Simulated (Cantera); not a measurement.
Feed: 1 mol C₂H₄, 0.027 mol O₂, 87 mol H₂, at 13.3 mbar.

Cantera equilibrium calculation (NASA polynomials, part measured and part estimated; ideal gas, pure solids and liquids). Candidate condensed phases: C, C₆H₆, C₇H₈, C₈H₁₈, H₂O; 110 gas species. Rates play no part.

x: gas mole fraction; n: condensed amount in mol.

```
T (K)   x H₂       x H     x CH₄  x C₂H₂ (acetylene)  x H₂O      x CO  n C(graphite)
-----  -----  --------  --------  ------------------  -----  --------  -------------
648    0.976    <1e-12    0.0230              <1e-12    [?]   1.14e-6              0
798    0.982  2.29e-11    0.0178            1.17e-12    [?]  0.000466          0.399
948    0.997   4.53e-9   0.00227            2.58e-10    [?]  0.000600           1.74
1098   0.999   2.14e-7  0.000486             1.27e-8    [?]  0.000606           1.90
1248   0.999   4.04e-6  0.000148             2.43e-7    [?]  0.000606           1.93
1398   0.999   4.10e-5   5.82e-5             2.45e-6    [?]  0.000606           1.94
1548   0.999  0.000267   2.73e-5             1.57e-5    [?]  0.000606           1.94
1698   0.998   0.00125   1.47e-5             7.19e-5    [?]  0.000606           1.93
1848   0.995   0.00458   8.69e-6            0.000256    [?]  0.000605           1.90
1998   0.985    0.0138   5.52e-6            0.000747    [?]  0.000602           1.81
2148   0.962    0.0354   3.64e-6             0.00184    [?]  0.000596           1.61
2298   0.916    0.0794   2.40e-6             0.00392    [?]  0.000582           1.21
2448   0.835     0.158   1.52e-6             0.00722    [?]  0.000559          0.516
2598   0.712     0.278   7.63e-7             0.00880    [?]  0.000522              0
```

### Question
Some entries are withheld; supply them.

### Answer

- 648, x H₂O: 0.000620
- 798, x H₂O: 0.000150
- 948, x H₂O: 7.73e-6
- 1098, x H₂O: 7.42e-7
- 1248, x H₂O: 1.24e-7
- 1398, x H₂O: 3.06e-8
- 1548, x H₂O: 9.92e-9
- 1698, x H₂O: 3.93e-9
- 1848, x H₂O: 1.81e-9
- 1998, x H₂O: 9.34e-10
- 2148, x H₂O: 5.18e-10
- 2298, x H₂O: 2.99e-10
- 2448, x H₂O: 1.72e-10
- 2598, x H₂O: 1.09e-10
